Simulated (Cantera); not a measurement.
A freely propagating, adiabatic, planar premixed flame of H₂ : O₂ : N₂ = 1.3 : 0.167 : 0.627 (molar parts), equivalence ratio 3.9, unburnt at 600 K and 8.20 bar; mixture-averaged transport, grid criteria slope 0.08 and curve 0.16, no radiation.

Computed with Cantera and the H2/O2 subset of GRI-Mech 3.0, which has no nitrogen chemistry. The hydrogen kinetics of GRI-Mech 3.0 are dated; newer H2 mechanisms differ, most at raised pressure. Burning velocities carry a grid error of a few per cent, more on coarse grids.

Q: Predict: laminar burning velocity; thermal thickness; peak x(OH); peak x(H); peak x(H₂O₂); peak x(O).

A: 
```json
{
  "laminar_burning_velocity": "491 cm/s",
  "thermal_thickness": "0.0424 mm",
  "peak x(OH)": "0.000486",
  "peak x(H)": "0.0203",
  "peak x(H₂O₂)": "6.98e-5",
  "peak x(O)": "0.000309"
}
```
